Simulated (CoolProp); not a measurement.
A simple Rankine cycle with R236EA: condensing at 294.15 K, boiler at 1.13 MPa, turbine inlet 411 K, turbine efficiency 0.7, pump efficiency 0.6, no recuperator. Each further row changes one setting.

Computed with CoolProp (reference Helmholtz-energy equation of state, Rui 2013).

| case | thermal efficiency (%) | net work (kJ/kg) | heat in (kJ/kg) | turbine exit temperature (K) | volume ratio over the turbine |
|---|---|---|---|---|---|
| as stated | 9.4 | 24.4 | 258 | ___ | 6.45 |
| condensing temperature 286.15 K | 10.6 | 28.4 | 268 | ___ | ___ |
| boiler pressure 0.791 MPa | 7.8 | 20.5 | 262 | 384.2 | 4.42 |
| turbine efficiency 0.6 | ___ | 20.8 | 258 | ___ | 6.52 |

### Question
Some entries are withheld; supply them.

### Answer

- as stated, turbine exit temperature (K): 376.4
- condensing temperature 286.15 K, turbine exit temperature (K): 371.7
- condensing temperature 286.15 K, volume ratio over the turbine: 8.63
- turbine efficiency 0.6, thermal efficiency (%): 8.0
- turbine efficiency 0.6, turbine exit temperature (K): 380.1
